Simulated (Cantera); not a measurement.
Input: 1 mol C2H4, 0.09 mol O2, 1.7 mol H2, equilibrated at 1.00 bar.

These are equilibrium values from Cantera (NASA tables, ideal gas, pure condensed phases), not measurements of a reactor. Candidate condensed phases: C, C6H6, C7H8, C8H18, H2O; 110 gas species. The numbers say what is thermodynamically allowed, not how fast it happens.

x: gas mole fraction; n: condensed amount in mol.

| T (K) | x H2 | x CH4 | x H2O | x CO | n C(graphite) |
|---|---|---|---|---|---|
| 575 | 0.0660 | 0.845 | 0.0876 | 2.01e-5 | 0.302 |
| 775 | ? | ? | ? | ? | ? |
| 975 | 0.857 | 0.0923 | 0.0168 | 0.0326 | 1.56 |
| 1175 | 0.936 | 0.0168 | 0.00148 | 0.0456 | 1.76 |
| 1375 | 0.949 | ? | ? | 0.0464 | 1.80 |
| 1575 | 0.952 | 0.00165 | 4.54e-5 | 0.0464 | 1.81 |
| 1775 | 0.952 | 0.000759 | 1.43e-5 | 0.0464 | 1.82 |
| 1975 | 0.951 | 0.000411 | 5.72e-6 | 0.0464 | 1.81 |

Task: Fill in the missing entries.

Result: 
- 1375, x CH4: 0.00448
- 1375, x H2O: 0.000203
- 775, x H2: 0.473
- 775, x CH4: 0.458
- 775, x H2O: 0.0637
- 775, x CO: 0.00298
- 775, n C(graphite): 0.821
